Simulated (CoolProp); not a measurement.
Properties of n-decane along the isobar 0.17 MPa.

The numbers come from the reference Helmholtz-energy equation of state, Lemmon 2006 in CoolProp. It is a short technical equation, of lower accuracy than the large ones.

```json
[
 {"T (K)": "445.1", "phase": "liquid", "cv (kJ/(kg K))": "?", "speed of sound (m/s)": "712.0", "isothermal compressibility (1/MPa)": "0.003859", "viscosity (µPa s)": "206", "fugacity coefficient": "0.5339"},
 {"T (K)": "458.6", "phase": "liquid", "cv (kJ/(kg K))": "2.416", "speed of sound (m/s)": "666.4", "isothermal compressibility (1/MPa)": "0.004496", "viscosity (µPa s)": "187", "fugacity coefficient": "0.7334"},
 {"T (K)": "472.1", "phase": "gas", "cv (kJ/(kg K))": "2.370", "speed of sound (m/s)": "153.7", "isothermal compressibility (1/MPa)": "?", "viscosity (µPa s)": "8.12", "fugacity coefficient": "0.9188"},
 {"T (K)": "485.6", "phase": "gas", "cv (kJ/(kg K))": "?", "speed of sound (m/s)": "157.6", "isothermal compressibility (1/MPa)": "6.427", "viscosity (µPa s)": "8.36", "fugacity coefficient": "0.9273"},
 {"T (K)": "499.1", "phase": "gas", "cv (kJ/(kg K))": "2.467", "speed of sound (m/s)": "161.2", "isothermal compressibility (1/MPa)": "6.358", "viscosity (µPa s)": "8.60", "fugacity coefficient": "0.9347"},
 {"T (K)": "512.6", "phase": "gas", "cv (kJ/(kg K))": "2.515", "speed of sound (m/s)": "164.6", "isothermal compressibility (1/MPa)": "?", "viscosity (µPa s)": "8.83", "fugacity coefficient": "0.9411"},
 {"T (K)": "526.1", "phase": "gas", "cv (kJ/(kg K))": "2.562", "speed of sound (m/s)": "?", "isothermal compressibility (1/MPa)": "?", "viscosity (µPa s)": "9.07", "fugacity coefficient": "0.9467"},
 {"T (K)": "539.6", "phase": "gas", "cv (kJ/(kg K))": "2.608", "speed of sound (m/s)": "170.9", "isothermal compressibility (1/MPa)": "6.211", "viscosity (µPa s)": "9.30", "fugacity coefficient": "0.9517"},
 {"T (K)": "553", "phase": "gas", "cv (kJ/(kg K))": "2.653", "speed of sound (m/s)": "?", "isothermal compressibility (1/MPa)": "6.177", "viscosity (µPa s)": "9.53", "fugacity coefficient": "0.9561"},
 {"T (K)": "566.5", "phase": "gas", "cv (kJ/(kg K))": "2.697", "speed of sound (m/s)": "176.6", "isothermal compressibility (1/MPa)": "6.147", "viscosity (µPa s)": "?", "fugacity coefficient": "0.9600"},
 {"T (K)": "580", "phase": "gas", "cv (kJ/(kg K))": "2.741", "speed of sound (m/s)": "179.4", "isothermal compressibility (1/MPa)": "6.121", "viscosity (µPa s)": "9.99", "fugacity coefficient": "0.9634"},
 {"T (K)": "593.5", "phase": "gas", "cv (kJ/(kg K))": "2.783", "speed of sound (m/s)": "182.0", "isothermal compressibility (1/MPa)": "6.098", "viscosity (µPa s)": "10.2", "fugacity coefficient": "0.9665"}
]
```

Q: What belongs in the gaps?

A: 
- 445.1, cv (kJ/(kg K)): 2.364
- 472.1, isothermal compressibility (1/MPa): 6.513
- 485.6, cv (kJ/(kg K)): 2.419
- 512.6, isothermal compressibility (1/MPa): 6.300
- 526.1, speed of sound (m/s): 167.8
- 526.1, isothermal compressibility (1/MPa): 6.252
- 553, speed of sound (m/s): 173.8
- 566.5, viscosity (µPa s): 9.76

Viscosity comes from a separate model (Huber 2004).
